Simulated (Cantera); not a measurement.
An adiabatic, constant-pressure homogeneous reactor starts with 4.58 % CH₄, 9.26 % O₂, 86.2 % N₂, at 1475 K and 9.28 atm.

Detailed kinetics in Cantera: GRI-Mech 3.0 (53 species, 325 reactions).

Predict: time of steepest temperature rise; temperature at 0.200 s; equilibrium temperature; x(O₂) at 0.200 s; x(H₂) at 0.200 s; x(HCO) at 0.200 s; x(OH) at 0.200 s; x(CO) at 0.200 s.


- time of steepest temperature rise = 0.623 ms
- temperature at 0.200 s = 2377 K
- equilibrium temperature = 2377 K
- x(O₂) at 0.200 s = 0.00268 (gas-phase equilibrium 0.00268)
- x(H₂) at 0.200 s = 0.00179 (gas-phase equilibrium 0.00179)
- x(HCO) at 0.200 s = 1.54e-9 (gas-phase equilibrium 1.54e-9)
- x(OH) at 0.200 s = 0.00175 (gas-phase equilibrium 0.00175)
- x(CO) at 0.200 s = 0.00481 (gas-phase equilibrium 0.00481)
